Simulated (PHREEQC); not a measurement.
Solution (25 °C): 120 mmol/kgw CuCl2, 0.84 mmol/kgw HCl and 2.8 mmol/kgw Na2SO4. Closed to the air; pH follows from the charge balance.

Equilibrium calculation in PHREEQC: ion-association model, phreeqc.dat.

This is a speciation only: nothing precipitates in the calculation.

Q: Order these S species by the share of S that they hold, largest first: NaSO4-, HSO4-, SO4-2, CuSO4.

A: CuSO4 (56 %), SO4-2 (43 %), HSO4- (0.88 %), NaSO4- (0.30 %)

Q: Order these Cl species by the share of Cl that they hold, largest first: CuCl2, CuCl+, Cl-.

A: Cl- (92 %), CuCl+ (7.0 %), CuCl2 (0.72 %)

The pH is 3.20 and the ionic strength 0.326 mol/kgw. Complexes and solids missing from the database can't appear.
